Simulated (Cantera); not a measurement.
Charge: 1 mol Cu, a varied amount of CO, 1.4 mol H2, held at 775 K and 0.0320 bar.

These are equilibrium values from Cantera (NASA tables, ideal gas, pure condensed phases), not measurements of a reactor. Candidate condensed phases: C, C6H6, C7H8, C8H18, Cu, CuO, Cu(OH)2, Cu2O, H2O; 113 gas species. Equilibrium is a limit: real reactors are often held back by kinetics, nucleation or transport.

x: gas mole fraction; n: condensed amount in mol.

```json
[
 {"n(CO) (mol)": "0.91", "x CO2": "0.126", "x H2": "0.604", "x CO": "0.131", "x H2O": "0.115", "x CH4": "0.0239", "x C2H6": "1.34e-8", "n C(graphite)": "…", "n Cu(s)": "1.00"},
 {"n(CO) (mol)": "1.3", "x CO2": "0.179", "x H2": "0.527", "x CO": "0.157", "x H2O": "0.119", "x CH4": "0.0182", "x C2H6": "8.87e-9", "n C(graphite)": "…", "n Cu(s)": "1.00"},
 {"n(CO) (mol)": "1.9", "x CO2": "0.246", "x H2": "0.441", "x CO": "0.184", "x H2O": "0.117", "x CH4": "0.0127", "x C2H6": "5.20e-9", "n C(graphite)": "…", "n Cu(s)": "1.00"},
 {"n(CO) (mol)": "2.8", "x CO2": "0.320", "x H2": "0.355", "x CO": "0.210", "x H2O": "0.107", "x CH4": "0.00824", "x C2H6": "2.71e-9", "n C(graphite)": "…", "n Cu(s)": "1.00"},
 {"n(CO) (mol)": "4.1", "x CO2": "0.393", "x H2": "0.277", "x CO": "0.232", "x H2O": "0.0928", "x CH4": "0.00501", "x C2H6": "1.28e-9", "n C(graphite)": "…", "n Cu(s)": "1.00"},
 {"n(CO) (mol)": "6.1", "x CO2": "0.463", "x H2": "0.207", "x CO": "0.252", "x H2O": "0.0753", "x CH4": "0.00280", "x C2H6": "5.36e-10", "n C(graphite)": "…", "n Cu(s)": "1.00"},
 {"n(CO) (mol)": "8.9", "x CO2": "0.520", "x H2": "0.153", "x CO": "0.267", "x H2O": "0.0589", "x CH4": "0.00153", "x C2H6": "2.16e-10", "n C(graphite)": "…", "n Cu(s)": "1.00"},
 {"n(CO) (mol)": "13", "x CO2": "0.566", "x H2": "0.111", "x CO": "0.279", "x H2O": "0.0445", "x CH4": "0.000800", "x C2H6": "8.19e-11", "n C(graphite)": "…", "n Cu(s)": "1.00"},
 {"n(CO) (mol)": "19", "x CO2": "0.601", "x H2": "0.0787", "x CO": "0.287", "x H2O": "0.0326", "x CH4": "0.000405", "x C2H6": "2.95e-11", "n C(graphite)": "…", "n Cu(s)": "1.00"},
 {"n(CO) (mol)": "28", "x CO2": "0.628", "x H2": "0.0550", "x CO": "0.293", "x H2O": "0.0233", "x CH4": "0.000198", "x C2H6": "1.01e-11", "n C(graphite)": "…", "n Cu(s)": "1.00"}
]
```

Problem. Fill in the missing entries.

Solution. 
- 0.91, n C(graphite): 0.396
- 1.3, n C(graphite): 0.574
- 1.9, n C(graphite): 0.840
- 2.8, n C(graphite): 1.23
- 4.1, n C(graphite): 1.77
- 6.1, n C(graphite): 2.61
- 8.9, n C(graphite): 3.76
- 13, n C(graphite): 5.45
- 19, n C(graphite): 7.91
- 28, n C(graphite): 11.6
